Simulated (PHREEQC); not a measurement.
A solution holds 0.038 mol/kgw CuSO4, 3.1e-05 mol/kgw H2SO4 and 0.038 mol/kgw NaCl, at 25 °C. Closed to the air; pH follows from the charge balance.

Model: ion-association model, wateq4f.dat, run in PHREEQC.

```yaml
pH: 4.44
ionic_strength: 0.131 mol/kgw
total_alkalinity: -0.0620 meq/kg
```

```
species  molality  activity   log γ
-------  --------  --------  ------
Cl-        0.0371    0.0276  -0.128
Na+        0.0366    0.0280  -0.115
Cu+2       0.0236   0.00873  -0.431
SO4-2      0.0230   0.00783  -0.469
CuSO4      0.0135    0.0140   0.013
NaSO4-    0.00143   0.00110  -0.112
CuCl+    0.000866  0.000649  -0.125
H+        4.42e-5   3.60e-5  -0.089
HSO4-     3.61e-5   2.74e-5  -0.120
CuCl2     9.34e-6   9.62e-6   0.013
```

No solid was allowed to form. The solution is supersaturated, for example in Antlerite, Brochantite, so a real one may precipitate; this is no full list. Complexes and solids missing from the database can't appear.
